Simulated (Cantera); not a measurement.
What does this Cantera script print?

```python
import numpy as np
import cantera as ct

gas_names = """
    CL CLO CL2 H HCL HOCL HO2 H2 H2O H2O2 O OH O2 O3 Si SiCL SiCL2 SiCL3 SiCL4 SiH SiHCL3 SiH2 SiH2CL2
    SiH3 SiH3CL SiH4 SiO SiO2 Si2 Si3
""".split()
cond_names = """
    H2O(s) H2O(L) Si(cr) Si(L) SiO2(Lqz) SiO2(hqz) SiO2(L)
""".split()


def load(file, names, dense=False):
    # The tables refer to 1 bar. Condensed volumes are neglected.
    table = {s.name: s for s in ct.Species.list_from_file(file)}
    out = []
    for n in names:
        d = dict(table[n].input_data)
        d["thermo"] = dict(d["thermo"], **{"reference-pressure": 1e5})
        if dense:
            d["equation-of-state"] = {"model": "constant-volume", "density": "1e6 g/cm^3"}
        out.append(ct.Species.from_dict(d))
    return out


gas = ct.Solution(thermo="ideal-gas", species=load("nasa_gas.yaml", gas_names))
cond = {s.name: ct.Solution(thermo="fixed-stoichiometry", species=[s], name=s.name)
        for s in load("nasa_condensed.yaml", cond_names, dense=True)}
atoms = {
    'SiH2Cl2': {'Si': 1, 'H': 2, 'CL': 2},
    'O3': {'O': 3},
}
top_T = {}  # K; cautious upper limits of use, not melting points


def equilibrate(T, P, feed):
    n = {}
    for name, mol in feed.items():
        for a, k in atoms[name].items():
            n[a] = n.get(a, 0.0) + k * mol
    gas.TPX = T, P, n
    mass = sum(n.values()) * gas.mean_molecular_weight
    gas.equilibrate("TP")
    valid = [c for c in cond.values() if c.min_temp <= T <= top_T.get(c.name, c.max_temp)]
    mix = ct.Mixture([(gas, mass / gas.mean_molecular_weight)] + [(c, 0.0) for c in valid])
    mix.T, mix.P = T, P
    mix.equilibrate("TP", solver="vcs", rtol=1e-11, max_steps=5000)
    return mix


results = []
feed = {'SiH2Cl2': 1, 'O3': 1.5}  # mol
P = 190  # Pa
for T in [1000, 1050, 1100, 1150, 1200, 1250, 1300, 1350, 1400, 1450, 1500, 1550, 1600]:
    mix = equilibrate(T, P, feed)
    results.append((T, P, feed, dict(zip(mix.species_names, mix.species_moles))))

top = {s: max(r[3][s] / sum(r[3][g] for g in gas_names) for r in results) for s in gas_names}
cols = sorted((s for s in top if top[s] > 1e-06), key=lambda s: -top[s])[:6]
seen = [c for c in cond_names if any(r[3].get(c, 0) > 1e-12 for r in results)]
print("log10 of partial pressures in bar; condensed amounts in mol")
print(f"{'T/K':>10s}" + "".join(f"{s[:9]:>10s}" for s in cols + seen))
for T, P, feed, n in results:
    ng = sum(n[g] for g in gas_names)
    print(f"{T:10.4g}" + "".join(f"{np.log10(max(n[s] / ng * P / 1e5, 1e-99)):10.3f}" for s in cols)
          + "".join(f"{n.get(c, 0):10.4g}" for c in seen))
```

Output:

```
log10 of partial pressures in bar; condensed amounts in mol
       T/K       HCL        O2        CL       H2O       CL2        OH SiO2(hqz)
      1000    -2.998    -3.155    -5.424    -4.017    -4.026    -9.067         1
      1050    -2.989    -3.153    -5.149    -4.077    -4.096    -8.692         1
      1100    -2.983    -3.152    -4.902    -4.128    -4.166    -8.350         1
      1150    -2.980    -3.151    -4.682    -4.168    -4.241    -8.034         1
      1200    -2.978    -3.152    -4.487    -4.195    -4.323    -7.740         1
      1250    -2.979    -3.153    -4.317    -4.206    -4.419    -7.463         1
      1300    -2.982    -3.156    -4.171    -4.199    -4.530    -7.198         1
      1350    -2.988    -3.159    -4.048    -4.175    -4.655    -6.944         1
      1400    -2.996    -3.164    -3.943    -4.136    -4.794    -6.701         1
      1450    -3.005    -3.168    -3.854    -4.090    -4.939    -6.470         1
      1500    -3.017    -3.174    -3.777    -4.039    -5.087    -6.250         1
      1550    -3.030    -3.180    -3.710    -3.987    -5.235    -6.043         1
      1600    -3.044    -3.186    -3.650    -3.937    -5.381    -5.848         1
```

Method: chemical equilibrium by Gibbs-energy minimisation in Cantera with the NASA 1993 tables (ideal gas, pure condensed phases). The tables hold silica as quartz up to 1696 K and as liquid above; real silica turns to tridymite and cristobalite and melts near 1996 K.
